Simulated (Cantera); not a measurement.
# Pyrogenic steam for wet oxidation

An isothermal, constant-pressure homogeneous reactor starts with 23.2 % H2, 17.9 % O2, 58.9 % N2, at 1150 K and 75.0 Torr.

Computed with Cantera and the H2/O2 subset of GRI-Mech 3.0, which has no nitrogen chemistry. The temperature is held fixed by assumption; the heat of reaction is taken as removed at once.

```csv
t (s),x H2,x O2,x O,x H2O,x H2O2,x OH,x HO2
3.00e-5,0.232,0.179,6.42e-10,1.87e-9,4.31e-12,3.33e-10,3.24e-9
0.000184,0.232,0.179,2.37e-7,1.62e-6,2.43e-10,1.17e-7,5.40e-8
0.00113,0.0182,0.0812,0.0110,0.206,1.07e-6,0.00410,1.21e-5
0.00692,0.000706,0.0708,0.000272,0.261,1.15e-6,0.000633,6.94e-6
0.0424,1.40e-5,0.0707,5.87e-6,0.263,1.32e-7,9.38e-5,4.24e-7
0.260,8.45e-7,0.0707,4.37e-7,0.263,1.60e-8,2.57e-5,3.33e-8
1.60,1.01e-7,0.0707,5.64e-8,0.263,2.42e-9,9.20e-6,5.15e-9
9.78,1.94e-8,0.0707,1.06e-8,0.263,4.90e-10,3.99e-6,2.87e-9
60.0,1.35e-8,0.0707,7.04e-9,0.263,3.32e-10,3.24e-6,3.02e-9
```
x: mole fraction; the columns are a selection and need not sum to one.

Equilibrium at this temperature and pressure: H2 1.35e-8, O2 0.0707, O 7.04e-9, H2O 0.263, H2O2 3.32e-10, OH 3.24e-6, HO2 3.02e-9 (gas phase only).
